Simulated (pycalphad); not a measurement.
Source of the numbers: pycalphad with the COST 507 light-alloy database (1999); pressure 1 atm. The database dates from 1999; later assessments differ in places, in temperatures and in the compounds included. Phase fractions are per mole of atoms.

### Question
Give the equilibrium state of Al-8.19Si (at.%) at 800 K.

### Answer
fcc, fraction 0.927, with 0.98 Si at.%; diamond (Si), fraction 0.073, with >99.99 Si at.%.

### Question
Give the equilibrium state of Al-8.19Si (at.%) at 875 K.

### Answer
liquid, fraction 0.922, with 8.8 Si at.%; fcc, fraction 0.078, with 1.0 Si at.%.
